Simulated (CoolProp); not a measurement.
A simple Rankine cycle with R1224YDZ: condensing at 323.15 K, boiler at 2.13 MPa, turbine inlet 418.6 K, turbine efficiency 0.75, pump efficiency 0.7, no recuperator. Each further row changes one setting.

Computed with CoolProp (reference Helmholtz-energy equation of state, Akasaka 2023).

```json
[
 {"case": "as stated", "thermal efficiency (%)": "10.9", "net work (kJ/kg)": "23.2", "heat in (kJ/kg)": "213", "turbine exit temperature (K)": "366.1", "volume ratio over the turbine": "7.66"},
 {"case": "turbine inlet 438.6 K", "thermal efficiency (%)": "10.8", "net work (kJ/kg)": "25.8", "heat in (kJ/kg)": "238", "turbine exit temperature (K)": "389.7", "volume ratio over the turbine": "7.17"},
 {"case": "condensing temperature 315.15 K", "thermal efficiency (%)": "11.9", "net work (kJ/kg)": "26.5", "heat in (kJ/kg)": "223", "turbine exit temperature (K)": "361.2", "volume ratio over the turbine": "___"},
 {"case": "boiler pressure 1.49 MPa", "thermal efficiency (%)": "9.3", "net work (kJ/kg)": "20.8", "heat in (kJ/kg)": "225", "turbine exit temperature (K)": "___", "volume ratio over the turbine": "___"},
 {"case": "turbine efficiency 0.65", "thermal efficiency (%)": "9.3", "net work (kJ/kg)": "19.8", "heat in (kJ/kg)": "213", "turbine exit temperature (K)": "369.7", "volume ratio over the turbine": "7.75"}
]
```

Question: Complete the blanks.

Answer: 
- condensing temperature 315.15 K, volume ratio over the turbine: 9.74
- boiler pressure 1.49 MPa, turbine exit temperature (K): 381.1
- boiler pressure 1.49 MPa, volume ratio over the turbine: 4.82
